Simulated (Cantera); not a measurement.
A Cantera script and its output.

```python
import numpy as np
import cantera as ct

gas = ct.Solution("gri30.yaml")
gas.TPX = 1700, 1700, {'CH4': 1, 'N2': 1.6}
reactor = ct.IdealGasConstPressureReactor(gas, energy="off", clone=False)
net = ct.ReactorNet([reactor])
net.rtol, net.atol = 1e-08, 1e-18
show = ['CH4', 'H2', 'CH3', 'C2H', 'C2H6', 'H']
times = np.geomspace(6e-06, 200, 14)

steps = ct.SolutionArray(gas, extra=["t"])
rows = []
print(f"{'t/s':>10s}{'T/K':>9s}{'P/Pa':>11s}" + "".join(f"{s:>11s}" for s in show))
for t in times:
    while net.time < t:
        t_next = net.step()
        steps.append(gas.state, t=t_next)
    rows.append([np.interp(t, steps.t, y) for y in (steps.T, steps.P, *steps(*show).X.T)])
    print(f"{t:10.3e}{rows[-1][0]:9.1f}{rows[-1][1]:11.4g}" + "".join(f"{x:11.3e}" for x in rows[-1][2:]))
rate = np.gradient(steps.T, steps.t)
print("integrator steps:", len(steps.t))
if steps.T.max() > steps.T[0] + 200:
    print(f"time of steepest temperature rise: {steps.t[rate.argmax()]:.4e} s")
gas.TPX = 1700, 1700, {'CH4': 1, 'N2': 1.6}
gas.equilibrate("TP")
print(f"equilibrium (TP): T = {gas.T:.1f} K  " + "  ".join(f"{s} {gas[s].X[0]:.3e}" for s in show))
```

It prints:

```
       t/s      T/K       P/Pa        CH4         H2        CH3        C2H       C2H6          H
 6.000e-06   1700.0       1700  3.846e-01  3.092e-07  1.023e-06  3.228e-27  2.437e-14  4.049e-07
 2.274e-05   1700.0       1700  3.846e-01  2.148e-06  4.854e-06  7.024e-24  2.155e-12  5.591e-07
 8.620e-05   1700.0       1700  3.846e-01  9.697e-06  1.995e-05  1.967e-20  1.482e-10  5.640e-07
 3.267e-04   1700.0       1700  3.845e-01  3.840e-05  7.717e-05  3.350e-17  8.330e-09  5.678e-07
 1.238e-03   1700.0       1700  3.843e-01  1.518e-04  2.931e-04  3.567e-14  3.762e-07  6.281e-07
 4.694e-03   1700.0       1700  3.830e-01  8.390e-04  1.090e-03  2.765e-11  1.103e-05  1.521e-06
 1.779e-02   1700.0       1700  3.642e-01  1.592e-02  3.596e-03  6.537e-09  1.566e-04  1.831e-05
 6.744e-02   1700.0       1700  1.986e-01  1.923e-01  3.477e-03  2.985e-07  1.481e-04  1.823e-04
 2.556e-01   1700.0       1700  6.672e-02  3.425e-01  1.338e-03  6.372e-07  2.008e-05  3.450e-04
 9.689e-01   1700.0       1700  1.408e-02  4.007e-01  3.860e-04  1.012e-06  1.390e-06  5.441e-04
 3.673e+00   1700.0       1700  2.284e-03  4.136e-01  7.922e-05  1.318e-06  5.044e-08  7.083e-04
 1.392e+01   1700.0       1700  5.106e-04  4.156e-01  1.824e-05  1.363e-06  2.895e-09  7.323e-04
 5.277e+01   1700.0       1700  2.264e-04  4.159e-01  8.098e-06  1.366e-06  8.052e-10  7.339e-04
 2.000e+02   1700.0       1700  2.145e-04  4.159e-01  7.673e-06  1.366e-06  7.529e-10  7.340e-04
integrator steps: 1636
equilibrium (TP): T = 1700.0 K  CH4 1.694e-04  H2 4.159e-01  CH3 6.061e-06  C2H 8.452e-07  C2H6 4.683e-10  H 7.340e-04
```

Detailed kinetics in Cantera: GRI-Mech 3.0 (53 species, 325 reactions). GRI-Mech 3.0 stops at C3 and has no aromatics, soot or wall deposition, so with more carbon than oxygen in the feed, carbon stays in small species such as C2H2 where larger ones or solid carbon would form. Radical loss at walls, strong at low pressure, is not modelled.
